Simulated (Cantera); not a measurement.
Cantera run, input and output.

```python
import numpy as np
import cantera as ct

gas = ct.Solution("h2o2.yaml")
gas.TPX = 1423, 38000, {'H2': 1.2, 'O2': 1, 'N2': 2.3}
reactor = ct.IdealGasConstPressureReactor(gas, energy="off", clone=False)
net = ct.ReactorNet([reactor])
net.rtol, net.atol = 1e-08, 1e-18
show = ['H2', 'O2', 'OH', 'H2O2', 'H', 'O']
times = np.geomspace(1e-05, 20, 11)

steps = ct.SolutionArray(gas, extra=["t"])
rows = []
print(f"{'t/s':>10s}{'T/K':>9s}{'P/Pa':>11s}" + "".join(f"{s:>11s}" for s in show))
for t in times:
    while net.time < t:
        t_next = net.step()
        steps.append(gas.state, t=t_next)
    rows.append([np.interp(t, steps.t, y) for y in (steps.T, steps.P, *steps(*show).X.T)])
    print(f"{t:10.3e}{rows[-1][0]:9.1f}{rows[-1][1]:11.4g}" + "".join(f"{x:11.3e}" for x in rows[-1][2:]))
rate = np.gradient(steps.T, steps.t)
print("integrator steps:", len(steps.t))
if steps.T.max() > steps.T[0] + 200:
    print(f"time of steepest temperature rise: {steps.t[rate.argmax()]:.4e} s")
gas.TPX = 1423, 38000, {'H2': 1.2, 'O2': 1, 'N2': 2.3}
gas.equilibrate("TP")
print(f"equilibrium (TP): T = {gas.T:.1f} K  " + "  ".join(f"{s} {gas[s].X[0]:.3e}" for s in show))
```

Output:

```
       t/s      T/K       P/Pa         H2         O2         OH       H2O2          H          O
 1.000e-05   1423.0    3.8e+04  2.667e-01  2.222e-01  1.089e-06  8.433e-09  6.493e-06  1.403e-06
 4.267e-05   1423.0    3.8e+04  3.956e-02  1.139e-01  1.404e-02  3.147e-06  1.017e-01  3.643e-02
 1.821e-04   1423.0    3.8e+04  1.117e-02  1.032e-01  7.489e-03  3.365e-06  1.212e-02  7.861e-03
 7.768e-04   1423.0    3.8e+04  5.897e-04  1.022e-01  1.609e-03  8.256e-07  1.221e-04  3.574e-04
 3.314e-03   1423.0    3.8e+04  3.494e-05  1.025e-01  4.131e-04  1.371e-07  1.947e-06  2.294e-05
 1.414e-02   1423.0    3.8e+04  4.556e-06  1.025e-01  1.552e-04  2.846e-08  1.012e-07  3.233e-06
 6.034e-02   1423.0    3.8e+04  1.249e-06  1.025e-01  8.128e-05  9.531e-09  1.509e-08  8.890e-07
 2.575e-01   1423.0    3.8e+04  1.003e-06  1.025e-01  7.231e-05  7.892e-09  1.087e-08  7.041e-07
 1.099e+00   1423.0    3.8e+04  1.003e-06  1.025e-01  7.230e-05  7.891e-09  1.086e-08  7.040e-07
 4.687e+00   1423.0    3.8e+04  1.003e-06  1.025e-01  7.230e-05  7.891e-09  1.086e-08  7.040e-07
 2.000e+01   1423.0    3.8e+04  1.003e-06  1.025e-01  7.230e-05  7.891e-09  1.086e-08  7.040e-07
integrator steps: 1781
equilibrium (TP): T = 1423.0 K  H2 1.003e-06  O2 1.025e-01  OH 7.230e-05  H2O2 7.891e-09  H 1.086e-08  O 7.040e-07
```

Cantera simulation using the H2/O2 subset of GRI-Mech 3.0, which has no nitrogen chemistry; the numbers are that mechanism's predictions, not measurements. The temperature is held fixed by assumption; the heat of reaction is taken as removed at once.
